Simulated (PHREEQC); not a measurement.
A column of 0.1 m (40 cells, dispersivity 0.008 m, 60 s a shift, diffusion coefficient 3e-10 m²/s) holds 0.12 eq of the database's cation exchanger X per kg of pore water, first in equilibrium with 0.85 mmol/kgw CaCl2 and 0.01 mmol/kgw HCl. It is flushed with 0.0017 mol LiCl, 0.043 mol KBr and 1e-05 mol HCl per kg of water, at 25 °C. Values are for the last cell. CO2 from the air is kept out. Nothing may precipitate in this run.

Equilibrium calculation in PHREEQC: ion-association model, phreeqc.dat.

```json
[
 {"pore volumes": "0", "Br in solution (mol/kgw)": "0", "K in solution (mol/kgw)": "0", "Li in solution (mol/kgw)": "0", "Ca in solution (mol/kgw)": "0.000850", "LiX on the exchanger (mol/kgw)": "0", "CaX2 on the exchanger (mol/kgw)": "0.0600"},
 {"pore volumes": "0.5125", "Br in solution (mol/kgw)": "0.00245", "K in solution (mol/kgw)": "9.10e-12", "Li in solution (mol/kgw)": "3.40e-6", "Ca in solution (mol/kgw)": "0.00207", "LiX on the exchanger (mol/kgw)": "2.97e-6", "CaX2 on the exchanger (mol/kgw)": "0.0600"},
 {"pore volumes": "1.012", "Br in solution (mol/kgw)": "0.0253", "K in solution (mol/kgw)": "0.000143", "Li in solution (mol/kgw)": "0.000534", "Ca in solution (mol/kgw)": "0.0131", "LiX on the exchanger (mol/kgw)": "0.000185", "CaX2 on the exchanger (mol/kgw)": "0.0598"},
 {"pore volumes": "1.262", "Br in solution (mol/kgw)": "0.0339", "K in solution (mol/kgw)": "0.00108", "Li in solution (mol/kgw)": "0.000935", "Ca in solution (mol/kgw)": "0.0168", "LiX on the exchanger (mol/kgw)": "0.000284", "CaX2 on the exchanger (mol/kgw)": "0.0589"},
 {"pore volumes": "1.762", "Br in solution (mol/kgw)": "0.0410", "K in solution (mol/kgw)": "0.00638", "Li in solution (mol/kgw)": "0.00140", "Ca in solution (mol/kgw)": "0.0175", "LiX on the exchanger (mol/kgw)": "0.000402", "CaX2 on the exchanger (mol/kgw)": "0.0543"},
 {"pore volumes": "2.263", "Br in solution (mol/kgw)": "0.0426", "K in solution (mol/kgw)": "0.0135", "Li in solution (mol/kgw)": "0.00157", "Ca in solution (mol/kgw)": "0.0146", "LiX on the exchanger (mol/kgw)": "0.000459", "CaX2 on the exchanger (mol/kgw)": "0.0479"},
 {"pore volumes": "2.763", "Br in solution (mol/kgw)": "0.0429", "K in solution (mol/kgw)": "0.0198", "Li in solution (mol/kgw)": "0.00162", "Ca in solution (mol/kgw)": "0.0116", "LiX on the exchanger (mol/kgw)": "0.000496", "CaX2 on the exchanger (mol/kgw)": "0.0415"},
 {"pore volumes": "3.013", "Br in solution (mol/kgw)": "0.0430", "K in solution (mol/kgw)": "0.0224", "Li in solution (mol/kgw)": "0.00163", "Ca in solution (mol/kgw)": "0.0103", "LiX on the exchanger (mol/kgw)": "0.000512", "CaX2 on the exchanger (mol/kgw)": "0.0386"},
 {"pore volumes": "3.513", "Br in solution (mol/kgw)": "0.0430", "K in solution (mol/kgw)": "0.0267", "Li in solution (mol/kgw)": "0.00165", "Ca in solution (mol/kgw)": "0.00817", "LiX on the exchanger (mol/kgw)": "0.000540", "CaX2 on the exchanger (mol/kgw)": "0.0333"},
 {"pore volumes": "4.013", "Br in solution (mol/kgw)": "0.0430", "K in solution (mol/kgw)": "0.0300", "Li in solution (mol/kgw)": "0.00166", "Ca in solution (mol/kgw)": "0.00654", "LiX on the exchanger (mol/kgw)": "0.000565", "CaX2 on the exchanger (mol/kgw)": "0.0289"},
 {"pore volumes": "4.513", "Br in solution (mol/kgw)": "0.0430", "K in solution (mol/kgw)": "0.0324", "Li in solution (mol/kgw)": "0.00166", "Ca in solution (mol/kgw)": "0.00530", "LiX on the exchanger (mol/kgw)": "0.000588", "CaX2 on the exchanger (mol/kgw)": "0.0252"},
 {"pore volumes": "5.013", "Br in solution (mol/kgw)": "0.0430", "K in solution (mol/kgw)": "0.0343", "Li in solution (mol/kgw)": "0.00167", "Ca in solution (mol/kgw)": "0.00435", "LiX on the exchanger (mol/kgw)": "0.000608", "CaX2 on the exchanger (mol/kgw)": "0.0220"},
 {"pore volumes": "5.263", "Br in solution (mol/kgw)": "0.0430", "K in solution (mol/kgw)": "0.0351", "Li in solution (mol/kgw)": "0.00167", "Ca in solution (mol/kgw)": "0.00396", "LiX on the exchanger (mol/kgw)": "0.000618", "CaX2 on the exchanger (mol/kgw)": "0.0206"},
 {"pore volumes": "5.763", "Br in solution (mol/kgw)": "0.0430", "K in solution (mol/kgw)": "0.0364", "Li in solution (mol/kgw)": "0.00167", "Ca in solution (mol/kgw)": "0.00329", "LiX on the exchanger (mol/kgw)": "0.000635", "CaX2 on the exchanger (mol/kgw)": "0.0180"},
 {"pore volumes": "6.263", "Br in solution (mol/kgw)": "0.0430", "K in solution (mol/kgw)": "0.0375", "Li in solution (mol/kgw)": "0.00168", "Ca in solution (mol/kgw)": "0.00276", "LiX on the exchanger (mol/kgw)": "0.000651", "CaX2 on the exchanger (mol/kgw)": "0.0158"},
 {"pore volumes": "6.763", "Br in solution (mol/kgw)": "0.0430", "K in solution (mol/kgw)": "0.0384", "Li in solution (mol/kgw)": "0.00168", "Ca in solution (mol/kgw)": "0.00233", "LiX on the exchanger (mol/kgw)": "0.000666", "CaX2 on the exchanger (mol/kgw)": "0.0139"},
 {"pore volumes": "7.013", "Br in solution (mol/kgw)": "0.0430", "K in solution (mol/kgw)": "0.0387", "Li in solution (mol/kgw)": "0.00168", "Ca in solution (mol/kgw)": "0.00214", "LiX on the exchanger (mol/kgw)": "0.000673", "CaX2 on the exchanger (mol/kgw)": "0.0130"},
 {"pore volumes": "7.513", "Br in solution (mol/kgw)": "0.0430", "K in solution (mol/kgw)": "0.0394", "Li in solution (mol/kgw)": "0.00168", "Ca in solution (mol/kgw)": "0.00182", "LiX on the exchanger (mol/kgw)": "0.000685", "CaX2 on the exchanger (mol/kgw)": "0.0114"},
 {"pore volumes": "8.012", "Br in solution (mol/kgw)": "0.0430", "K in solution (mol/kgw)": "0.0399", "Li in solution (mol/kgw)": "0.00169", "Ca in solution (mol/kgw)": "0.00155", "LiX on the exchanger (mol/kgw)": "0.000696", "CaX2 on the exchanger (mol/kgw)": "0.0101"}
]
```
